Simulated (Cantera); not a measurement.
A perfectly stirred reactor is fed with 8.46 % CH4, 15.4 % O2, 76.1 % N2, equivalence ratio 1.1, at 1.10 bar; it is adiabatic with a 575 K inlet, and is followed from long to short residence time, starting on the burning branch (τ in s: 0.042, 0.02, 0.0094, 0.0045, 0.0021, 0.001, 0.00048, 0.00023, 0.00011, 5.2e-05, 2.5e-05).

Cantera simulation using GRI-Mech 3.0 (53 species, 325 reactions); the numbers are that mechanism's predictions, not measurements.

One state of this run: T (K) = 1969; x CH4 = 0.000130; x O2 = 0.00721; x H = 0.00570; x CH3 = 5.63e-5; x NO = 0.000171. x: mole fraction; the columns are a selection and need not sum to one.

Problem. Which value of τ (s) does it belong to?
A. 0.0094
B. 0.0045
C. 0.020
D. 0.0010

Solution. D, 0.0010
